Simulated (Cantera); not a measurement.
Charge: 1 mol PbO, a varied amount of H₂, 0.29 mol H₂O, at 1850 K and 30.0 Pa.

Method: chemical equilibrium by Gibbs-energy minimisation in Cantera with the NASA 1993 tables (ideal gas, pure condensed phases). Candidate condensed phases: H₂O, Pb, PbO, PbO₂, Pb₃O₄; 12 gas species. Rates play no part.

x: gas mole fraction; nothing condenses.

```tsv
n(H₂) (mol)	x H₂	x H	x H₂O	x Pb	x OH	x O
47	0.923	0.0299	0.0262	0.0204	6.28e-5	1.55e-6
71	0.939	0.0301	…	…	…	…
110	0.949	0.0303	0.0114	0.00885	2.69e-5	6.53e-7
160	0.956	0.0304	0.00786	0.00611	1.85e-5	4.48e-7
240	0.960	0.0305	…	…	…	…
360	0.963	0.0305	0.00351	0.00273	8.21e-6	1.98e-7
540	0.965	0.0306	0.00234	0.00182	5.48e-6	1.32e-7
```

Q: Some entries are withheld; supply them.

A: 
- 240, x H₂O: 0.00525
- 240, x Pb: 0.00408
- 240, x OH: 1.23e-5
- 240, x O: 2.98e-7
- 71, x H₂O: 0.0175
- 71, x Pb: 0.0136
- 71, x OH: 4.16e-5
- 71, x O: 1.02e-6
